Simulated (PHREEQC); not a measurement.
Consider water at 20 °C with 0.056 mol HBr and 0.00017 mol ZnSO4 per kg of water. Closed to the air; pH follows from the charge balance.

Model: ion-association model, wateq4f.dat, run in PHREEQC.

```json
{
  "pH": "1.32",
  "ionic_strength": "0.0564 mol/kgw",
  "total_alkalinity": "-56.0 meq/kg"
}
```

```
species  molality  activity   log γ
-------  --------  --------  ------
Br-        0.0560    0.0457  -0.089
H+         0.0559    0.0475  -0.071
Zn+2     0.000168   7.92e-5  -0.328
HSO4-    0.000118   9.61e-5  -0.089
SO4-2     5.16e-5   2.32e-5  -0.348
ZnBr+     1.17e-6   9.52e-7  -0.089
ZnSO4     4.08e-7   4.13e-7   0.006
ZnBr2     1.71e-8   1.73e-8   0.006
```

Precipitation was switched off in this run.
